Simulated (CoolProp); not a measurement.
Acetone along the isotherm 550 K: fugacity coefficient from the reference equation and from simpler models built on Tc = 508.1 K, pc = 4.692 MPa, ω = 0.307; each cubic takes its own stable root.

The numbers come from the reference Helmholtz-energy equation of state, Lemmon 2006 in CoolProp. It is a short technical equation, of lower accuracy than the large ones.

```csv
p (MPa),phase,reference,van der Waals,Redlich-Kwong
0.88,gas,0.9450,0.9543,0.9498
1.76,gas,0.8919,0.9090,0.9008
2.64,gas,0.8408,0.8639,0.8527
3.52,gas,0.7913,0.8187,0.8054
4.4,gas,0.7434,0.7729,0.7587
5.28,supercritical,0.6969,0.7259,0.7123
6.16,supercritical,0.6515,0.6762,0.6659
7.04,supercritical,0.6071,0.6270,0.6203
```
